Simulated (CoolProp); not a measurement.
Vapour-liquid equilibrium of propane (1) + cyclopropane (2) at 326.1 K; x and y are mole fractions of (1).

Model: multi-fluid Helmholtz-energy mixture model, Lemmon 2009 and Polt 1992; pair parameters Bell 2016, in CoolProp. This equation is an older, rougher fit; its heat capacities, sound speeds and derivatives of the liquid may be far off and weren't checked against measurements.

| x | bubble pressure, mixture model (MPa) | bubble pressure, Raoult's law (MPa) | y, mixture model | y, Raoult's law |
|---|---|---|---|---|
| 0.05 | 1.477 | 1.460 | 0.067 | 0.063 |
| 0.15 | 1.544 | 1.498 | 0.190 | 0.183 |
| 0.25 | 1.604 | 1.537 | 0.301 | 0.297 |
| 0.35 | 1.658 | 1.575 | 0.403 | 0.406 |
| 0.45 | 1.705 | 1.614 | 0.498 | 0.509 |
| 0.55 | 1.745 | 1.652 | 0.589 | 0.608 |
| 0.65 | 1.778 | 1.691 | 0.678 | 0.702 |
| 0.75 | 1.803 | 1.730 | 0.766 | 0.792 |
| 0.85 | 1.819 | 1.768 | 0.856 | 0.878 |
| 0.95 | 1.826 | 1.807 | 0.950 | 0.960 |

The largest gap from Raoult's law is +5.6 % in bubble pressure, at x = 0.45. No azeotrope shows between x = 0.05 and 0.95.

The pair parameters rest on a limited set of measurements; away from them the model extrapolates.
